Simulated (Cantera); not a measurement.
A freely propagating, adiabatic, planar premixed flame of H₂ : O₂ : N₂ = 1 : 0.357 : 0.964 (molar parts), unburnt at 425 K and 0.326 atm; mixture-averaged transport, grid criteria slope 0.08 and curve 0.16, no radiation.

Computed with Cantera and the H2/O2 subset of GRI-Mech 3.0, which has no nitrogen chemistry. Burning velocities carry a grid error of a few per cent, more on coarse grids.

**Question.** How do the results move with these cheaper or finer settings: unity-Lewis-number transport; multicomponent transport; multicomponent+Soret transport; grid criteria slope 0.5, curve 1; grid criteria slope 0.25, curve 0.5; grid criteria slope 0.03, curve 0.06?

**Answer.** 
| setting | laminar burning velocity | thermal thickness | peak x(H) | peak x(H₂O₂) | grid points |
|---|---|---|---|---|---|
| as above | 567 cm/s | 1.60 mm | 0.121 | 2.70e-5 | 140 |
| unity-Lewis-number transport | 355 cm/s | 1.27 mm | 0.124 | 8.89e-6 | 129 |
| multicomponent transport | 552 cm/s | 1.60 mm | 0.121 | 2.66e-5 | 140 |
| multicomponent+Soret transport | 528 cm/s | 1.56 mm | 0.118 | 2.71e-5 | 140 |
| grid criteria slope 0.5, curve 1 | 633 cm/s | 2.14 mm | 0.121 | 1.72e-5 | 44 |
| grid criteria slope 0.25, curve 0.5 | 594 cm/s | 1.76 mm | 0.122 | 2.31e-5 | 72 |
| grid criteria slope 0.03, curve 0.06 | 562 cm/s | 1.56 mm | 0.121 | 2.82e-5 | 316 |
Unity Lewis numbers drop preferential diffusion, which matters most where H2 and H carry the flame; Soret adds thermal diffusion.
